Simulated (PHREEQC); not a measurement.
A solution holds 0.049 mol/kgw HBr, at 20 °C. Closed to the air; pH follows from the charge balance.

All values are PHREEQC results (Pitzer model, pitzer.dat), not measurements.

Precipitation was switched off in this run.

**Question.** What pH, osmotic coefficient does the model give?

**Answer.** pH 1.38; osmotic coefficient 0.953.

Species that the database lacks are ignored.
